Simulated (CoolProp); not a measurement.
m-xylene at 439.14 K and 6.13 MPa is throttled through a valve to 2.22 MPa with no heat exchange. Each further row changes one setting.

Model: reference Helmholtz-energy equation of state, Zhou 2012, in CoolProp.

| case | temperature change (K) | final density (kg/m³) |
|---|---|---|
| as stated | [?] | [?] |
| outlet pressure 0.666 MPa | [?] | [?] |
| outlet pressure 2.89 MPa | [?] | [?] |

Some entries are withheld; supply them.


- as stated, temperature change (K): +1.0
- as stated, final density (kg/m³): 731
- outlet pressure 0.666 MPa, temperature change (K): +1.3
- outlet pressure 0.666 MPa, final density (kg/m³): 727
- outlet pressure 2.89 MPa, temperature change (K): +0.8
- outlet pressure 2.89 MPa, final density (kg/m³): 732
